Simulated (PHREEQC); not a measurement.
3.4 g of hydrous ferric oxide (600 m²/g; 0.2 weak and 0.005 strong sites per Fe, Dzombak-Morel constants, diffuse double layer) in 1 kg of water with 0.001 mol/kgw of an inert sodium salt and 0.013 mmol/kgw CaCl2, at 25 °C; the pH is set by adding NaOH or the inert anion's acid. O2 is buffered at 0.21 atm. No CO2 enters from the air. Nothing may precipitate in this run.

Model: ion-association model, wateq4f.dat, run in PHREEQC.

```
pH    Ca sorbed (%)  surface charge σ (C/m²)  surface potential ψ (mV)
----  -------------  -----------------------  ------------------------
4               0.0                    0.154                       201
4.5             0.0                    0.099                       185
5               0.0                    0.061                       166
5.5             0.0                    0.036                       ___
6               0.1                    0.021                       119
6.5             1.0                    0.012                        92
7               8.0                    0.006                       ___
7.5            44.1                    0.003                        35
8              87.8                    0.000                         7
8.5            98.6                   -0.002                       ___
9              99.8                   -0.004                       -51
9.5           100.0                   -0.009                       -79
10            100.0                   -0.017                      -107
10.5          100.0                   -0.031                      -132
11            100.0                   -0.060                      -153
11.5          100.0                   -0.116                      -168
12            100.0                   -0.208                      -174
```

**Question.** Fill in the missing entries.

**Answer.** 
- 5.5, surface potential ψ (mV): 144
- 7, surface potential ψ (mV): 64
- 8.5, surface potential ψ (mV): -22

Species that the database lacks are ignored.
